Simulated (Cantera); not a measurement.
# Ignition delay

Mixture: CO : H2 : CH4 : O2 : N2 = 1 : 0.16 : 0.13 : 0.4 : 1.5 (molar parts), at 1.00 bar, adiabatic and at constant pressure. Ignition delay is the time to a rise of 400 K.

Detailed kinetics in Cantera: GRI-Mech 3.0 (53 species, 325 reactions).

```csv
T0 (K),delay (ms)
1175,0.930
1250,0.505
1325,0.294
1400,0.183
1475,0.122
1550,0.0853
1625,0.0624
1700,0.0470
1775,0.0363
```

```yaml
apparent activation energy between 1625 and 1775 K: 87 kJ/mol
```
